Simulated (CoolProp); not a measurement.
Dodecamethylpentasiloxane (MD3M) at several states: density (kg/m³) from the reference equation and from simpler models built on Tc = 628.0 K, pc = 0.9540 MPa, ω = 0.730; each cubic takes its own stable root.

The numbers come from the reference Helmholtz-energy equation of state, Thol 2019 in CoolProp.

```csv
T (K),p (MPa),phase,reference
198.7,0.777,liquid,968.4
414,0.24,liquid,756.0
493.8,0.783,liquid,670.3
369.4,0.0189,liquid,800.5
302.9,3.09,liquid,869.4
618.2,0.055,gas,4.214
```

**Question.** How far does each simpler model (van der Waals, Redlich-Kwong, Soave-Redlich-Kwong, Peng-Robinson) lie from the reference over these 6 states: mean and median of the absolute difference, and the worst?

**Answer.** 
- van der Waals: mean 46.8 %, median 44.7 %, worst -99.7 % at 369.4 K and 0.0189 MPa
- Redlich-Kwong: mean 16.8 %, median 19.5 %, worst -22.4 % at 198.7 K and 0.777 MPa
- Soave-Redlich-Kwong: mean 11.8 %, median 12.2 %, worst -20.1 % at 198.7 K and 0.777 MPa
- Peng-Robinson: mean 3.1 %, median 1.3 %, worst -10.8 % at 198.7 K and 0.777 MPa

At some of these states van der Waals gives the other phase, because its saturation line lies elsewhere.
